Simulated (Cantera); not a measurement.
An isothermal, constant-pressure homogeneous reactor starts with 7.14 % C₂H₄, 92.9 % H₂, at 1350 K and 0.0263 atm.

Model: GRI-Mech 3.0 (53 species, 325 reactions), integrated in Cantera. GRI-Mech 3.0 was tuned for natural gas; its chemistry of ethylene as a main component is partial and can be far from experiment. GRI-Mech 3.0 stops at C3 and has no aromatics, soot or wall deposition, so with more carbon than oxygen in the feed, carbon stays in small species such as C2H2 where larger ones or solid carbon would form. Radical loss at walls, strong at low pressure, is not modelled.

Problem. Predict: x(C₂H₄) at 40.0 s; x(H₂) at 40.0 s; x(CH₄) at 40.0 s; x(CH₃) at 40.0 s.

Solution. 
```json
{
  "x(C₂H₄) at 40.0 s": "0.00234 (gas-phase equilibrium 0.00193)",
  "x(H₂) at 40.0 s": "0.932 (gas-phase equilibrium 0.918)",
  "x(CH₄) at 40.0 s": "0.00224 (gas-phase equilibrium 0.0276)",
  "x(CH₃) at 40.0 s": "8.89e-7 (gas-phase equilibrium 8.40e-6)"
}
```
